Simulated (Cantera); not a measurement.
# Transport properties of process gases

Gas mixture: 21.0 % CO₂, 16.4 % CH₄, 31.3 % H₂, 31.3 % C₂H₄, at 0.000840 bar, frozen composition.

Cantera's kinetic-theory transport with the Lennard-Jones parameters of GRI-Mech 3.0, ideal gas; thermal conductivity in the mixture-averaged form. The composition is frozen, though it would react at the higher temperatures.

```tsv
T (K)	ρ (kg/m³)	cp (J/kg/K)	μ (µPa s)	λ (mW/m/K)	Pr	D (cm²/s) H	D (cm²/s) OH	D (cm²/s) H₂O
400	0.000538	1924	16.1	70.4	0.440	2400	692	493
500	0.000430	2144	19.5	88.8	0.470	3570	1020	761
600	0.000359	2346	22.6	107	0.494	4910	1400	1080
700	0.000307	2521	25.4	125	0.511	6420	1820	1440
800	0.000269	2669	28.1	143	0.523	8070	2290	1840
900	0.000239	2799	30.6	161	0.533	9870	2790	2280
1000	0.000215	2929	33.0	178	0.543	11800	3330	2750
1100	0.000196	3037	35.3	195	0.549	13900	3900	3260
1200	0.000179	3133	37.5	212	0.554	16100	4520	3800
```
D: mixture-averaged diffusion coefficient of that species in the mixture.
